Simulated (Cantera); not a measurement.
A closed system holds: 1 mol Ca(OH)2, 0.19 mol H2O, equilibrated at 130 Pa.

Equilibrium computed with Cantera from the NASA thermochemical tables; the gas is ideal and each condensed phase is pure. Candidate condensed phases: Ca, CaO, Ca(OH)2, H2O; 14 gas species. Kinetics and transport are ignored. All values below are at 1773 K.

Base state: H2O 0.974, H2 0.0143, O2 0.00626, OH 0.00399, H 0.000942, O 0.000206, Ca(OH)2 1.34e-5 (mole fractions); condensed: CaO(s).

Q: What changes in the equilibrium state with this change: Ca(OH)2 replaced by CsOH?

A: 
```tsv
species	before	after
CsOH	0	0.482
H2O	0.974	0.240
Cs	0	0.219
H2	0.0143	0.00119
O2	0.00626	0.0541
Ca(OH)2	1.34e-5	0
CsO	0	0.000330
H	0.000942	0.000272
O	0.000206	0.000605
OH	0.00399	0.00339
CaO(s), mol	1.000	0
```
Further candidate phases: Cs, CsOH.
